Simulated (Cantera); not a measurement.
Input: 1 mol PH₃, 0.067 mol O₂, equilibrated at 110 bar.

Equilibrium computed with Cantera from the NASA thermochemical tables; the gas is ideal and each condensed phase is pure. Candidate condensed phases: H₂O, P, P₄O₁₀; 17 gas species. The ideal-gas law is rough above about 30 bar. Gases not in the tables: HPO₂, HPO₃ and P₄O₆. Kinetics and transport are ignored.

**Question.** At 2350 K, list the 6 most abundant gas species with their mole fractions, and the condensed phases.

**Answer.** H₂ 0.693, P₂ 0.223, H₂O 0.0588, P₄ 0.0118, PO 0.00747, PH₃ 0.00277. Condensed: gas only.
